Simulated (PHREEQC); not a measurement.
Make-up at 25 °C: 0.0015 mol/kgw H3BO3, 0.00095 mol/kgw Na2SO4 and 5e-05 mol/kgw KCl. Closed to the air; pH follows from the charge balance.

Equilibrium calculation in PHREEQC: ion-association model, phreeqc.dat.

Each row changes one thing in this solution. Precipitation was switched off in this run.

| case | pH | H2BO3- (mol/kgw) | SI of Sylvite (KCl) |
|---|---|---|---|
| as made | 6.04 | 1.01e-6 | -9.56 |
| H3BO3 from 0.0015 to 0.00225 mol/kgw | 5.96 | 1.24e-6 | -9.56 |
| diluted 10-fold with water | ? | 2.84e-7 | ? |
| Na2SO4 left out | ? | 9.31e-7 | -9.51 |
| temperature from 25 to 40 °C | ? | 1.16e-6 | ? |
| H3BO3 from 0.0015 to 0.00075 mol/kgw | 6.19 | 7.12e-7 | -9.56 |

Q: What belongs in the gaps?

A: 
- diluted 10-fold with water, pH: 6.51
- diluted 10-fold with water, SI of Sylvite (KCl): -11.52
- Na2SO4 left out, pH: 6.03
- temperature from 25 to 40 °C, pH: 5.99
- temperature from 25 to 40 °C, SI of Sylvite (KCl): -9.63

At this temperature some constants are extrapolated from 25 °C, and those without enthalpy data are left unchanged.
